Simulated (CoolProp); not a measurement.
Ethanol along the isobar 36700 kPa: fugacity coefficient from the reference equation and from simpler models built on Tc = 241.6 °C, pc = 6268 kPa, ω = 0.644; each cubic takes its own stable root.

Model: reference Helmholtz-energy equation of state, Schroeder 2014, in CoolProp.

```tsv
T (°C)	phase	reference	van der Waals	Peng-Robinson
197.95	liquid	0.1169	0.2519	0.1218
208.55	liquid	0.1379	0.2669	0.1432
219.25	liquid	0.1610	0.2822	0.1668
229.85	liquid	0.1856	0.2973	0.1918
240.45	liquid	0.2118	0.3125	0.2185
251.15	supercritical	0.2397	0.3279	0.2468
261.75	supercritical	0.2685	0.3432	0.2761
272.45	supercritical	0.2985	0.3585	0.3066
283.05	supercritical	0.3289	0.3737	0.3376
293.65	supercritical	0.3597	0.3888	0.3691
304.35	supercritical	0.3909	0.4039	0.4013
314.95	supercritical	0.4217	0.4188	0.4332
325.55	supercritical	0.4521	0.4336	0.4650
336.25	supercritical	0.4823	0.4484	0.4968
346.85	supercritical	0.5113	0.4628	0.5279
```
